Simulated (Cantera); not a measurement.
**Premixed flame**

A freely propagating, adiabatic, planar premixed flame of CH4 : O2 : N2 = 1 : 2 : 5.4 (molar parts), unburnt at 575 K and 0.650 bar; mixture-averaged transport, grid criteria slope 0.08 and curve 0.16, no radiation.

Cantera simulation using GRI-Mech 3.0 (53 species, 325 reactions); the numbers are that mechanism's predictions, not measurements. Burning velocities carry a grid error of a few per cent, more on coarse grids.

```
z (mm)   T (K)  u (m/s)    x CH4    x O2    x N2O    x C2H      x H2     x HCO
-------  -----  -------  -------  ------  -------  -------  --------  --------
-1.07      575     1.99    0.119   0.238    <1e-8    <1e-8  0.000725     <1e-8
-0.714     576     2.00    0.119   0.237    <1e-8    <1e-8   0.00264     <1e-8
-0.535     580     2.02    0.118   0.237    <1e-8    <1e-8   0.00553     <1e-8
-0.357     626     2.20    0.114   0.232    <1e-8    <1e-8    0.0123     <1e-8
-0.178    1041     3.73   0.0836   0.197    <1e-8    <1e-8    0.0256   2.63e-6
-0.0892   1500     5.47   0.0458   0.148  1.37e-8  3.14e-8    0.0324   4.81e-5
0         1917     7.08   0.0121  0.0906  3.22e-8  8.46e-7    0.0334  0.000142
0.0892    2100     7.79  0.00132  0.0549  5.28e-8  7.78e-7    0.0276   6.57e-5
0.178     2145     7.94  7.91e-5  0.0402  6.82e-8  7.36e-8    0.0233   7.13e-6
0.357     2181     8.02  2.73e-7  0.0324  7.73e-8    <1e-8    0.0220   1.04e-7
0.714     2228     8.15    <1e-8  0.0293  8.04e-8    <1e-8    0.0219   5.78e-8
1.43      2291     8.35    <1e-8  0.0271  9.00e-8    <1e-8    0.0205   4.32e-8
2.85      2372     8.59    <1e-8  0.0244  1.12e-7    <1e-8    0.0182   2.90e-8
```
x: mole fraction of selected species; z is measured from the peak of heat release.

```yaml
laminar_burning_velocity: 199 cm/s
thermal_thickness: 0.357 mm
peak x(C2H): 1.20e-6
peak x(H2): 0.0341
peak x(HCO): 0.000143
grid_points: 161
```
